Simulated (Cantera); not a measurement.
Charge: 1 mol CS2, 0.26 mol H2, at 13300 Pa.

Equilibrium computed with Cantera from the NASA thermochemical tables; the gas is ideal and each condensed phase is pure. Candidate condensed phases: C, C6H6, C7H8, C8H18, S; 83 gas species. Rates play no part. All values below are at 2052 °C.

Base state: CS 0.345, CS2 0.301, S2 0.150, H2 0.146, S 0.0211, SH 0.0197, H 0.0115, H2S 0.00571 (mole fractions); condensed: gas only.

### Question
What changes in the equilibrium state with this change: H2 from 0.26 to 0.59 mol?

### Answer
| species | before | after |
|---|---|---|
| CS | 0.345 | 0.295 |
| H2 | 0.146 | 0.281 |
| CS2 | 0.301 | 0.232 |
| H | 0.0115 | 0.0160 |
| SH | 0.0197 | 0.0246 |
| S2 | 0.150 | 0.122 |
| S | 0.0211 | 0.0190 |
| C2H2 (acetylene) | 0.000198 | 0.000343 |
| H2S | 0.00571 | 0.00988 |

### Question
What changes in the equilibrium state with this change: CS2 replaced by N2O?

### Answer
```csv
species,before,after
N2,0,0.600
O2,0,0.211
H2O,0,0.147
CS,0.345,0
CS2,0.301,0
S2,0.150,0
S,0.0211,0
SH,0.0197,0
OH,0,0.0161
NO,0,0.0145
H2,0.146,0.00209
H,0.0115,0.00138
O,0,0.00722
H2S,0.00571,0
C2H2 (acetylene),0.000198,0
```
Further candidate phases: H2O.
